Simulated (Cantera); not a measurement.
# Fluorocarbon and chlorocarbon gases: CH₃Cl + H₂

A closed system holds: 1 mol CH₃Cl, 0.089 mol H₂, at 2498 K.

These are equilibrium values from Cantera (NASA tables, ideal gas, pure condensed phases), not measurements of a reactor. Candidate condensed phases: C, C₆H₆, C₇H₈, C₈H₁₈; 91 gas species. Rates play no part.

| P (Pa) | x H | x H₂ | x HCl | x Cl | x C₃ | x C | n C(graphite) |
|---|---|---|---|---|---|---|---|
| 1 | 0.697 | 0.00782 | 0.00353 | 0.222 | 0.0482 | 0.0162 | 0.239 |
| 10 | 0.659 | 0.0699 | 0.0343 | 0.229 | 0.00482 | 0.00162 | 0.925 |
| 100 | 0.399 | 0.257 | 0.162 | 0.178 | 0.000482 | 0.000162 | 0.977 |
| 1000 | 0.161 | 0.416 | 0.329 | 0.0898 | 4.82e-5 | 1.62e-5 | 0.977 |
| 10000 | 0.0547 | 0.483 | 0.423 | 0.0340 | 4.82e-6 | 1.62e-6 | 0.977 |
| 100000 | 0.0177 | 0.505 | 0.460 | 0.0114 | 4.82e-7 | 1.62e-7 | 0.976 |
x: gas mole fraction; n: condensed amount in mol.

From 1.00 Pa to 100000 Pa the condensed part is C(graphite). The main C-bearing gas is C₃ at 1.00 Pa and C₂H₂ (acetylene) at 100000 Pa.
